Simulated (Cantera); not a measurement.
An adiabatic, constant-volume homogeneous reactor starts with C3H8 : O2 : N2 = 1 : 3.12 : 11.8 (molar parts), equivalence ratio 1.6, at 1673 K and 11.8 atm. Integrator tolerance rtol = 1e-08.

Cantera simulation using GRI-Mech 3.0 (53 species, 325 reactions); the numbers are that mechanism's predictions, not measurements. GRI-Mech 3.0 was tuned for natural gas; its chemistry of propane as a main component is partial and can be far from experiment. The pressure lies above the range GRI-Mech 3.0 was tuned for (to about 10 atm). Above 3000 K some thermodynamic fits are extrapolated.

### Question
What does this change do: N2 11.8 to 8.1 parts?

### Answer
```json
[
 {"quantity": "time of steepest temperature rise", "before": "3.77 µs", "after": "2.97 µs"},
 {"quantity": "temperature at 0.600 s", "before": "3235 K", "after": "3416 K"},
 {"quantity": "equilibrium temperature", "before": "3235 K", "after": "3416 K"},
 {"quantity": "x(C3H8) at 0.600 s", "before": "<1e-12 (gas-phase equilibrium <1e-12)", "after": "<1e-12 (gas-phase equilibrium <1e-12)"},
 {"quantity": "x(O2) at 0.600 s", "before": "0.000930 (gas-phase equilibrium 0.000930)", "after": "0.00198 (gas-phase equilibrium 0.00198)"},
 {"quantity": "x(NO) at 0.600 s", "before": "0.00367 (gas-phase equilibrium 0.00367)", "after": "0.00587 (gas-phase equilibrium 0.00587)"},
 {"quantity": "x(C2H6) at 0.600 s", "before": "<1e-12 (gas-phase equilibrium <1e-12)", "after": "<1e-12 (gas-phase equilibrium <1e-12)"},
 {"quantity": "x(CH2O) at 0.600 s", "before": "1.06e-7 (gas-phase equilibrium 1.06e-7)", "after": "1.86e-7 (gas-phase equilibrium 1.86e-7)"}
]
```

### Question
What does this change do: C3H8 1 to 0.46 parts?

### Answer
```csv
quantity,before,after
time of steepest temperature rise,3.77 µs,3.73 µs
temperature at 0.600 s,3235 K,3060 K
equilibrium temperature,3235 K,3060 K
x(C3H8) at 0.600 s,<1e-12 (gas-phase equilibrium <1e-12),<1e-12 (gas-phase equilibrium <1e-12)
x(O2) at 0.600 s,0.000930 (gas-phase equilibrium 0.000930),0.0465 (gas-phase equilibrium 0.0465)
x(NO) at 0.600 s,0.00367 (gas-phase equilibrium 0.00367),0.0231 (gas-phase equilibrium 0.0231)
x(C2H6) at 0.600 s,<1e-12 (gas-phase equilibrium <1e-12),<1e-12 (gas-phase equilibrium <1e-12)
x(CH2O) at 0.600 s,1.06e-7 (gas-phase equilibrium 1.06e-7),1.17e-9 (gas-phase equilibrium 1.17e-9)
```
